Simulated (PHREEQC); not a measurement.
Model water analysis in mmol/kgw, 10 °C, pH 3.13, pe 12.8: Na 3.18; K 0.0028; Ca 0.81; Mg 0.299; Cl 1.44; S(6) 2.76; Si 0.0113; Pb 0.0856; Cu(2) 0.0246.

Valence states are taken as typed.

The numbers come from PHREEQC with the ion-association model, wateq4f.dat.

This is a speciation only: nothing precipitates in the calculation.

### Question
Order these S species by the share of S that they hold, largest first: CaSO4, HSO4-, SO4-2, MgSO4, PbSO4.

### Answer
SO4-2 (88 %), CaSO4 (4.7 %), HSO4- (3.5 %), MgSO4 (1.6 %), PbSO4 (1.2 %)

The pH is 3.13 and the ionic strength 0.00963 mol/kgw. The solution is supersaturated, for example in Anglesite, so a real one may precipitate; this is no full list. Complexes and solids missing from the database can't appear. Away from 25 °C the constants follow the database's enthalpies or fits; those with neither stay at their 25 °C values.
